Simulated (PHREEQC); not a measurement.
0.5 g of hydrous ferric oxide (600 m²/g; 0.2 weak and 0.005 strong sites per Fe, Dzombak-Morel constants, diffuse double layer) in 1 kg of water with 0.005 mol/kgw of an inert sodium salt and 0.00014 mol/kgw H3BO3, at 25 °C; the pH is set by adding NaOH or the inert anion's acid. Oxygen is held at 0.21 atm. CO2 from the air is kept out. Precipitation was switched off in this run.

Model: ion-association model, wateq4f.dat, run in PHREEQC.

**Question.** Predict surface charge σ (C/m²), surface potential ψ (mV) at pH = 5.25, 5.62, 6.38.

**Answer.** 
```tsv
pH	surface charge σ (C/m²)	surface potential ψ (mV)
5.25	0.074	148
5.62	0.054	132
6.38	0.026	95
```

The oxide is taken as insoluble; below pH 4 it would dissolve.
